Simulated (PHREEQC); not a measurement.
A column of 0.2 m (40 cells, dispersivity 0.007 m, 720 s a shift, diffusion coefficient 3e-10 m²/s) holds 0.028 eq of the database's cation exchanger X per kg of pore water, first in equilibrium with 0.092 mol/kgw NaCl, 0.00034 mol/kgw KBr, 0.014 mol/kgw MgSO4 and 1e-05 mol/kgw HCl. It is flushed with 0.0006 mol/kgw MnCl2, 0.042 mol/kgw LiCl, 0.015 mol/kgw CdCl2 and 1e-05 mol/kgw HCl, at 25 °C. Values are for the last cell. The system is closed to CO2. No solid was allowed to form.

Base run: PHREEQC, ion-association model, phreeqc.dat. Each further column changes one thing. The table gives Li in solution (mol/kgw).

```
pore volumes      base  exchange capacity from 0.028 to 0.014 eq/kgw  dispersivity from 0.007 to 0.014 m
------------  --------  --------------------------------------------  ----------------------------------
0                    0                                             0                                   0
0.2125               0                                      2.08e-14                                 ___
0.5125        0.000111                                      0.000178                             0.00108
0.7125         0.00280                                       0.00380                             0.00646
0.9125          0.0117                                        0.0143                              0.0152
1.212           0.0281                                        0.0309                              0.0276
1.413           0.0352                                        0.0370                              0.0332
1.613           0.0388                                        0.0399                              0.0368
1.812           0.0405                                        0.0411                                 ___
2.112           0.0413                                        0.0417                                 ___
2.312           0.0416                                        0.0419                              0.0411
2.513           0.0417                                        0.0419                              0.0414
2.812           0.0418                                        0.0420                              0.0417
3.013           0.0419                                        0.0420                              0.0418
```

**Question.** Complete the blanks.

**Answer.** 
- 0.2125, dispersivity from 0.007 to 0.014 m: 1.85e-8
- 1.812, dispersivity from 0.007 to 0.014 m: 0.0389
- 2.112, dispersivity from 0.007 to 0.014 m: 0.0406
